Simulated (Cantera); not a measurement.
A freely propagating, adiabatic, planar premixed flame of 9.25 % CH4, 19.1 % O2, 71.7 % N2, equivalence ratio 0.97, unburnt at 325 K and 0.260 bar; mixture-averaged transport, grid criteria slope 0.08 and curve 0.16, no radiation.

Cantera simulation using GRI-Mech 3.0 (53 species, 325 reactions); the numbers are that mechanism's predictions, not measurements. Burning velocities carry a grid error of a few per cent, more on coarse grids.

x: mole fraction of selected species; z is measured from the peak of heat release.

| z (mm) | T (K) | u (m/s) | x CH4 | x O2 | x C2H6 | x HCN | x H2 | x C2H2 |
|---|---|---|---|---|---|---|---|---|
| -3.87 | 325 | 0.609 | 0.0925 | 0.191 | <1e-8 | <1e-8 | 0.000316 | <1e-8 |
| -2.58 | 325 | 0.610 | 0.0924 | 0.190 | 1.92e-8 | <1e-8 | 0.00136 | <1e-8 |
| -1.94 | 327 | 0.616 | 0.0921 | 0.190 | 3.39e-7 | <1e-8 | 0.00316 | 1.03e-8 |
| -1.29 | 362 | 0.684 | 0.0897 | 0.187 | 1.50e-5 | <1e-8 | 0.00791 | ? |
| -0.645 | 767 | 1.47 | 0.0668 | 0.158 | 0.000555 | 3.08e-7 | 0.0173 | ? |
| -0.323 | 1202 | 2.33 | 0.0379 | 0.118 | 0.000794 | 9.25e-7 | 0.0219 | ? |
| 0 | 1601 | 3.14 | 0.00971 | 0.0693 | 9.01e-5 | 1.94e-6 | 0.0225 | ? |
| 0.323 | 1760 | 3.45 | 0.000825 | 0.0409 | 4.98e-7 | 1.72e-6 | 0.0177 | ? |
| 0.645 | 1796 | 3.51 | 3.62e-5 | 0.0309 | <1e-8 | 7.37e-7 | 0.0147 | ? |
| 1.29 | 1829 | 3.56 | 7.09e-8 | 0.0258 | <1e-8 | 9.85e-8 | 0.0141 | <1e-8 |
| 2.58 | 1872 | 3.62 | <1e-8 | 0.0234 | <1e-8 | <1e-8 | 0.0139 | <1e-8 |
| 5.16 | 1929 | 3.72 | <1e-8 | 0.0215 | <1e-8 | <1e-8 | 0.0126 | <1e-8 |
| 10.3 | 1997 | 3.83 | <1e-8 | 0.0191 | <1e-8 | <1e-8 | 0.0106 | <1e-8 |

Task: Some entries are withheld; supply them.

Result: 
- -1.29, x C2H2: 3.33e-7
- -0.645, x C2H2: 1.06e-5
- -0.323, x C2H2: 3.52e-5
- 0, x C2H2: 7.04e-5
- 0.323, x C2H2: 1.53e-5
- 0.645, x C2H2: 5.46e-7
